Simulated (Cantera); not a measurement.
A closed system holds: 1 mol Fe3O4, a varied amount of H2, 83 mol N2, equilibrated at 600 K and 39.0 Torr.

These are equilibrium values from Cantera (NASA tables, ideal gas, pure condensed phases), not measurements of a reactor. Candidate condensed phases: Fe, FeO, Fe(OH)2, Fe(OH)3, Fe2O3, Fe3O4, H2O; 27 gas species. Equilibrium is a limit: real reactors are often held back by kinetics, nucleation or transport.

Q: At 840 mol H2, list the 4 most abundant gas species with their mole fractions, and the condensed phases.

A: H2 0.905, N2 0.0897, H2O 0.00434, NH3 0.000558. Condensed: Fe(α).
